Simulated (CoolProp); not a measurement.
Isohexane at several states: fugacity coefficient from the reference equation and from simpler models built on Tc = 497.7 K, pc = 30.43 bar, ω = 0.280; each cubic takes its own stable root.

Model: reference Helmholtz-energy equation of state, Lemmon 2006, in CoolProp. It is a short technical equation, of lower accuracy than the large ones.

```tsv
T (K)	p (bar)	phase	reference
334.7	47.7	liquid	0.02667
524.1	0.115	gas	0.9989
272	0.364	liquid	0.2306
381.7	56.5	liquid	0.07694
495.3	72.9	liquid	0.3333
```

Question: How far does each simpler model (Soave-Redlich-Kwong, Peng-Robinson) lie from the reference over these 5 states: mean and median of the absolute difference, and the worst?

Answer: 
- Soave-Redlich-Kwong: mean 3.1 %, median 2.5 %, worst +6.4 % at 495.3 K and 72.9 bar
- Peng-Robinson: mean 0.8 %, median 0.4 %, worst +2.8 % at 272 K and 0.364 bar
